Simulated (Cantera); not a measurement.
**C6H6 + O2 + H2 (carbon deposition, reforming and gasification)**

A closed system holds: 1 mol C6H6, 1 mol O2, 0.73 mol H2, equilibrated at 1 atm.

Cantera equilibrium calculation (NASA polynomials, part measured and part estimated; ideal gas, pure solids and liquids). Candidate condensed phases: C, C6H6, C7H8, C8H18, H2O; 110 gas species. Equilibrium is a limit: real reactors are often held back by kinetics, nucleation or transport.

From 525 K to 1825 K the condensed part is C(graphite). The main C-bearing gas is CH4 at 525 K and CO at 1825 K.

| T (K) | log p H2 | log p H2O | log p CH4 | log p CO | log p CO2 | log p H | n C(graphite) |
|---|---|---|---|---|---|---|---|
| 525 | -1.71 | -0.26 | -0.43 | -4.52 | -1.13 | <-11 | 4.74 |
| 625 | -1.07 | -0.32 | -0.46 | -3.09 | -1.01 | <-11 | 4.68 |
| 725 | -0.64 | -0.41 | -0.57 | -2.05 | -0.95 | <-11 | 4.74 |
| 825 | -0.37 | -0.57 | -0.79 | -1.30 | -0.95 | -11.29 | 4.80 |
| 925 | -0.25 | -0.87 | -1.14 | -0.79 | -1.11 | -9.71 | 4.62 |
| 1025 | -0.21 | -1.33 | -1.54 | -0.54 | -1.55 | -8.46 | 4.24 |
| 1125 | -0.19 | -1.85 | -1.92 | -0.47 | -2.18 | -7.45 | 4.05 |
| 1225 | -0.19 | -2.35 | -2.25 | -0.46 | -2.79 | -6.60 | 4.00 |
| 1325 | -0.18 | -2.78 | -2.54 | -0.45 | -3.32 | -5.88 | 4.00 |
| 1425 | -0.18 | -3.15 | -2.79 | -0.45 | -3.78 | -5.26 | 4.00 |
| 1525 | -0.18 | -3.48 | -3.01 | -0.45 | -4.18 | -4.72 | 4.00 |
| 1625 | -0.18 | -3.76 | -3.20 | -0.45 | -4.52 | -4.24 | 4.00 |
| 1725 | -0.18 | -4.01 | -3.36 | -0.45 | -4.83 | -3.82 | 4.00 |
| 1825 | -0.18 | -4.23 | -3.51 | -0.45 | -5.09 | -3.45 | 4.00 |
log p: log10 of the partial pressure in bar; n: condensed amount in mol.
